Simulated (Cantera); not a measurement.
An adiabatic, constant-pressure homogeneous reactor starts with H2 : O2 : N2 = 1 : 1.56 : 5.88 (molar parts), equivalence ratio 0.32, at 1450 K and 500000 Pa. Integrator tolerance rtol = 1e-08.

Cantera simulation using the H2/O2 subset of GRI-Mech 3.0, which has no nitrogen chemistry; the numbers are that mechanism's predictions, not measurements. The hydrogen kinetics of GRI-Mech 3.0 are dated; newer H2 mechanisms differ, most at raised pressure.

### Question
What does this change do: pressure from 500000 Pa to 57000 Pa?

### Answer
```
quantity                                                              before                                      after
---------------------------------  -----------------------------------------  -----------------------------------------
time of steepest temperature rise                                    3.98 µs                                    33.0 µs
temperature at 9.00 s                                                 2260 K                                     2239 K
equilibrium temperature                                               2260 K                                     2239 K
x(H2) at 9.00 s                    0.000251 (gas-phase equilibrium 0.000251)  0.000647 (gas-phase equilibrium 0.000647)
x(O2) at 9.00 s                          0.132 (gas-phase equilibrium 0.132)        0.131 (gas-phase equilibrium 0.131)
x(H) at 9.00 s                       5.58e-5 (gas-phase equilibrium 5.58e-5)  0.000237 (gas-phase equilibrium 0.000237)
x(H2O) at 9.00 s                         0.123 (gas-phase equilibrium 0.123)        0.122 (gas-phase equilibrium 0.122)
x(OH) at 9.00 s                      0.00418 (gas-phase equilibrium 0.00418)    0.00656 (gas-phase equilibrium 0.00656)
x(O) at 9.00 s                     0.000639 (gas-phase equilibrium 0.000639)    0.00166 (gas-phase equilibrium 0.00166)
x(HO2) at 9.00 s                     8.41e-6 (gas-phase equilibrium 8.41e-6)    4.51e-6 (gas-phase equilibrium 4.51e-6)
```
